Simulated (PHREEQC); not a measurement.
Dissolve 3 mmol/kgw H3PO4, 3.6 mmol/kgw H2SO4 and 0.001 mmol/kgw H4SiO4 at 25 °C. Closed to the air; pH follows from the charge balance.

All values are PHREEQC results (ion-association model, phreeqc.dat), not measurements.

Task: The ionic strength comes out as 0.00997 mol/kgw. What activity coefficients do SO4-2, H+, H2PO4-, HSO4- get?

Result: SO4-2 0.67, H+ 0.91, H2PO4- 0.91, HSO4- 0.90.

This is a speciation only: nothing precipitates in the calculation.
